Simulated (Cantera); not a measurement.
Cantera run:

```python
import numpy as np
import cantera as ct

gas_names = [...]  # 113 gases of nasa_gas.yaml made of C, H, O, Ta
cond_names = """
    C(gr) C6H6(L) C7H8(L) C8H18(L),n-octa H2O(s) H2O(L) Ta(cr) Ta(L) TaC(s) TaC(L) Ta2O5(s) Ta2O5(L)
""".split()


# ... load() reads the species with a 1 bar reference pressure and builds the phases ...
atoms = {
    'Ta(OEt)5': {'Ta': 1, 'C': 10, 'H': 25, 'O': 5},
    'H2O': {'H': 2, 'O': 1},
    'H2': {'H': 2},
}
top_T = {'C(gr)': 4500}  # K; cautious upper limits of use, not melting points


# ... equilibrate(T, P, feed) seeds the gas with the atoms and calls Mixture.equilibrate('TP', solver="vcs", rtol=1e-11, max_steps=5000) ...
results = []
T = 1973.15  # K
P = 1000  # Pa
for m in [0.013, 0.025, 0.048, 0.092, 0.18, 0.35, 0.67, 1.3, 2.5, 4.9]:
    feed = {'Ta(OEt)5': 1, 'H2O': m, 'H2': 77}  # mol
    mix = equilibrate(T, P, feed)
    results.append((T, P, feed, dict(zip(mix.species_names, mix.species_moles))))

top = {s: max(r[3][s] / sum(r[3][g] for g in gas_names) for r in results) for s in gas_names}
cols = sorted((s for s in top if top[s] > 1e-05), key=lambda s: -top[s])[:6]
seen = [c for c in cond_names if any(r[3].get(c, 0) > 1e-12 for r in results)]
print("log10 of partial pressures in bar; condensed amounts in mol")
print(f"{'n(H2O)':>10s}" + "".join(f"{s[:9]:>10s}" for s in cols + seen))
for T, P, feed, n in results:
    ng = sum(n[g] for g in gas_names)
    print(f"{feed['H2O']:10.4g}" + "".join(f"{np.log10(max(n[s] / ng * P / 1e5, 1e-99)):10.3f}" for s in cols)
          + "".join(f"{n.get(c, 0):10.4g}" for c in seen))
```

Output:

```
log10 of partial pressures in bar; condensed amounts in mol
    n(H2O)        H2        CO         H C2H2,acet       H2O       CO2     C(gr)    Ta(cr)    TaC(s)
     0.013    -2.030    -3.278    -3.884    -5.223    -9.192   -11.092     3.872         0         1
     0.025    -2.030    -3.277    -3.884    -5.223    -9.191   -11.090      3.86         0         1
     0.048    -2.030    -3.276    -3.884    -5.223    -9.190   -11.087     3.837         0         1
     0.092    -2.030    -3.272    -3.885    -5.223    -9.186   -11.080     3.793         0         1
      0.18    -2.031    -3.266    -3.885    -5.224    -9.180   -11.067     3.705         0         1
      0.35    -2.031    -3.253    -3.885    -5.224    -9.168   -11.042     3.535         0         1
      0.67    -2.033    -3.231    -3.886    -5.226    -9.147   -10.997     3.215         0         1
       1.3    -2.035    -3.191    -3.887    -5.228    -9.110   -10.917     2.584         0         1
       2.5    -2.040    -3.126    -3.890    -5.233    -9.050   -10.787     1.382         0         1
       4.9    -2.049    -3.028    -3.894   -12.667    -5.249    -6.879         0    0.8353    0.1632
```

Equilibrium computed with Cantera from the NASA thermochemical tables; the gas is ideal and each condensed phase is pure. The feed counts by its element totals alone. Mutual solubility and eutectic melting of coexisting phases are not modelled. TaC: taken at fixed stoichiometry. Condensed phases not in the tables: Ta2C, N, O or C dissolved in the metal.
